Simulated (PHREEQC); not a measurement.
A solution holds 0.21 mol/kgw CuCl2 and 6.2e-05 mol/kgw FeCl3, at 25 °C. Closed to the air; pH follows from the charge balance.

All values are PHREEQC results (ion-association model, wateq4f.dat), not measurements.

Precipitation was switched off in this run.

Q: Order these Cu species by the share of Cu that they hold, largest first: Cu+2, CuCl+, CuCl2.

A: Cu+2 (79 %), CuCl+ (19 %), CuCl2 (1.4 %)

The pH is 3.99 and the ionic strength 0.540 mol/kgw. Examples of supersaturated solids here: Atacamite, Hematite (slow to form). Others may be too.
